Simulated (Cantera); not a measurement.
Charge: 1 mol SiC, a varied amount of CO2, 17 mol H2, held at 2098.15 K and 0.100 bar.

Equilibrium computed with Cantera from the NASA thermochemical tables; the gas is ideal and each condensed phase is pure. Candidate condensed phases: C, C6H6, C7H8, C8H18, H2O, Si, SiC, SiO2; 123 gas species. Gases not in the tables: Si2H6 and higher silanes. The numbers say what is thermodynamically allowed, not how fast it happens.

### Question
Which condensed phases are stable at each of these points (n(CO2) (mol)): 0.54, 0.69, 0.83, 0.98, 1.1, 1.3, 1.4, 1.6, 1.7, 1.9, 2, 2.2, 2.3?

### Answer
| n(CO2) (mol) | condensed phases | Si condensed (%) |
|---|---|---|
| 0.54 | SiC(s) | 72.2 |
| 0.69 | SiC(s) | 64.7 |
| 0.83 | SiC(s) | 57.7 |
| 0.98 | SiC(s) | 50.2 |
| 1.1 | SiC(s) | 44.2 |
| 1.3 | SiC(s) | 34.2 |
| 1.4 | SiC(s) | 29.2 |
| 1.6 | SiC(s) | 19.1 |
| 1.7 | SiC(s) | 14.1 |
| 1.9 | SiC(s) | 4.1 |
| 2 | gas only | 0.0 |
| 2.2 | gas only | 0.0 |
| 2.3 | gas only | 0.0 |

From 0.54 mol CO2 to 1.9 mol CO2 the condensed part is SiC(s). From 2 mol CO2 to 2.3 mol CO2 nothing is condensed.
